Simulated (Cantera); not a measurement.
Mixture: 15.0 % H₂, 17.8 % O₂, 67.2 % N₂, at 0.898 atm, adiabatic and at constant pressure. Ignition delay is the time to a rise of 400 K.

Model: GRI-Mech 3.0 (53 species, 325 reactions), integrated in Cantera. Where the delays flatten at high temperature, the 400 K rule measures the pace of heat release, not the induction time.

Problem. Predict: delay at 1175 K; delay at 1275 K; delay at 1375 K; delay at 1475 K; delay at 1575 K.

Solution. 
| Property | Result |
|---|---|
| delay at 1175 K | 68.3 µs |
| delay at 1275 K | 46.3 µs |
| delay at 1375 K | 37.1 µs |
| delay at 1475 K | 33.9 µs |
| delay at 1575 K | 34.0 µs |
